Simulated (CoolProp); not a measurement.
The numbers come from the reference Helmholtz-energy equation of state, Lemmon 2009 in CoolProp.

Q: For propane, give the phase and the speed of sound (m/s) at 367.3 K and 2.55 MPa; 423.6 K and 0.0256 MPa.

A: 
- 367.3 K and 2.55 MPa: gas; speed of sound 219
- 423.6 K and 0.0256 MPa: gas; speed of sound 295
